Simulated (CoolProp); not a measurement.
Fluoroethane (R161) along the isobar 36.2 bar: fugacity coefficient from the reference equation and from simpler models built on Tc = 375.2 K, pc = 50.10 bar, ω = 0.216; each cubic takes its own stable root.

Model: reference Helmholtz-energy equation of state, Wu 2012, in CoolProp.

| T (K) | phase | reference | van der Waals | Redlich-Kwong | Soave-Redlich-Kwong | Peng-Robinson |
|---|---|---|---|---|---|---|
| 216.4 | liquid | 0.01166 | 0.1058 | 0.02064 | 0.01165 | 0.01182 |
| 233.1 | liquid | 0.02688 | 0.1560 | 0.04410 | 0.02715 | 0.02712 |
| 249.8 | liquid | 0.05407 | 0.2175 | 0.08244 | 0.05515 | 0.05447 |
| 266.5 | liquid | 0.09749 | 0.2899 | 0.1387 | 0.1003 | 0.09823 |
| 283.1 | liquid | 0.1604 | 0.3713 | 0.2141 | 0.1659 | 0.1617 |
| 299.8 | liquid | 0.2457 | 0.4613 | 0.3091 | 0.2553 | 0.2480 |
| 316.5 | liquid | 0.3538 | 0.5573 | 0.4215 | 0.3683 | 0.3571 |
| 333.2 | liquid | 0.4831 | 0.6565 | 0.5470 | 0.5020 | 0.4865 |
| 349.9 | liquid | 0.6294 | 0.7426 | 0.6788 | 0.6494 | 0.6297 |
| 366.6 | gas | 0.7311 | 0.7726 | 0.7439 | 0.7414 | 0.7216 |
| 383.3 | gas | 0.7709 | 0.7974 | 0.7765 | 0.7785 | 0.7587 |
| 399.9 | gas | 0.8019 | 0.8182 | 0.8033 | 0.8089 | 0.7893 |
| 416.6 | gas | 0.8273 | 0.8363 | 0.8261 | 0.8347 | 0.8152 |
| 433.3 | gas | 0.8485 | 0.8520 | 0.8456 | 0.8566 | 0.8375 |
| 450 | gas | 0.8664 | 0.8658 | 0.8624 | 0.8754 | 0.8568 |

At some of these states van der Waals gives the other phase, because its saturation line lies elsewhere.
